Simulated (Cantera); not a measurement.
Input (Python, Cantera):

```python
import numpy as np
import cantera as ct

gas = ct.Solution("SiF4_NH3_mec.yaml", "gas")
gas.TPX = 1825, 101325, {'NH3': 1, 'N2': 1.2}
inlet = ct.Reservoir(gas, clone=True)

reactor = ct.IdealGasConstPressureReactor(gas, energy="off", clone=False)
exhaust = ct.Reservoir(gas, clone=True)
tau = [3.2, 1.6, 0.83, 0.42, 0.21, 0.11, 0.054, 0.028, 0.014, 0.0071, 0.0036][0]
for a, b in ((inlet, reactor), (reactor, exhaust)):
    ct.MassFlowController(a, b, mdot=lambda t: reactor.mass / tau)
net = ct.ReactorNet([reactor])
show = ['NH3', 'N2H2', 'H2', 'NH2', 'H', 'NH']

rows = []
print(f"{'tau/s':>10s}{'T/K':>9s}" + "".join(f"{s:>11s}" for s in show))
for tau in [3.2, 1.6, 0.83, 0.42, 0.21, 0.11, 0.054, 0.028, 0.014, 0.0071, 0.0036]:
    net.initial_time = 0.0
    net.advance(30 * tau)
    before = gas.X
    net.advance(40 * tau)
    drift = np.max(np.abs(gas.X - before) / (gas.X + 1e-9))
    rows.append([gas.T, *gas[show].X, drift])
    print(f"{tau:10.3e}{gas.T:9.1f}" + "".join(f"{x:11.3e}" for x in gas[show].X))
```

Output:

```
     tau/s      T/K        NH3       N2H2         H2        NH2          H         NH
 3.200e+00   1825.0  5.277e-02  5.546e-08  4.141e-01  6.281e-05  1.821e-04  1.241e-06
 1.600e+00   1825.0  8.309e-02  1.062e-07  3.829e-01  8.901e-05  1.516e-04  1.571e-06
 8.300e-01   1825.0  1.255e-01  1.888e-07  3.392e-01  1.211e-04  1.210e-04  1.903e-06
 4.200e-01   1825.0  1.844e-01  3.214e-07  2.784e-01  1.605e-04  8.960e-05  2.231e-06
 2.100e-01   1825.0  2.543e-01  5.026e-07  2.063e-01  2.027e-04  6.088e-05  2.497e-06
 1.100e-01   1825.0  3.175e-01  6.883e-07  1.411e-01  2.391e-04  3.939e-05  2.638e-06
 5.400e-02   1825.0  3.731e-01  8.693e-07  8.378e-02  2.722e-04  2.274e-05  2.643e-06
 2.800e-02   1825.0  4.077e-01  9.901e-07  4.810e-02  2.962e-04  1.308e-05  2.512e-06
 1.400e-02   1825.0  4.297e-01  1.065e-06  2.542e-02  3.157e-04  7.085e-06  2.274e-06
 7.100e-03   1825.0  4.416e-01  1.093e-06  1.314e-02  3.286e-04  3.803e-06  2.015e-06
 3.600e-03   1825.0  4.479e-01  1.077e-06  6.601e-03  3.334e-04  2.008e-06  1.781e-06
```

Cantera simulation using the gas-phase N/H chemistry of the illustrative SiF4/NH3 mechanism in the Surface Chemkin manual (1991); the numbers are that mechanism's predictions, not measurements. Walls and surfaces, which speed up NH3 decomposition in real reactors, are not modelled.
